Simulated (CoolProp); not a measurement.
Vapour-liquid equilibrium of R22 (1) + n-hexane (2) at 29.4 kPa; x and y are mole fractions of (1).

Model: multi-fluid Helmholtz-energy mixture model, Kamei 1995 and Thol 2019; pair parameters Bell 2016, in CoolProp.

| x | bubble temperature, mixture model (°C) | bubble temperature, Raoult's law (°C) | y, mixture model | y, Raoult's law |
|---|---|---|---|---|
| 0.05 | -13.7 | -1.1 | 0.909 | 0.816 |
| 0.15 | ? | -26.6 | ? | 0.965 |
| 0.25 | -49.7 | -37.9 | 0.994 | 0.986 |
| 0.35 | -54.3 | -44.9 | ? | 0.993 |
| 0.45 | ? | -49.8 | 0.998 | 0.996 |
| 0.55 | -58.5 | -53.6 | 0.998 | 0.998 |
| 0.65 | -59.7 | -56.7 | 0.998 | 0.999 |
| 0.75 | -60.8 | -59.2 | 0.999 | 0.999 |
| 0.85 | -62.0 | -61.4 | 0.999 | 1.000 |
| 0.95 | -63.4 | -63.3 | 1.000 | 1.000 |

Fill in the missing entries.


- 0.15, bubble temperature, mixture model (°C): -40.4
- 0.15, y, mixture model: 0.987
- 0.35, y, mixture model: 0.997
- 0.45, bubble temperature, mixture model (°C): -56.9

The largest gap from Raoult's law is -13.8 K in bubble temperature, at x = 0.15. No azeotrope shows between x = 0.05 and 0.95.

Pair parameters are fitted to limited data, so mixtures are less certain than the pure fluids. With so large a gap from Raoult's law the liquid may split in two, which this calculation doesn't test in full.
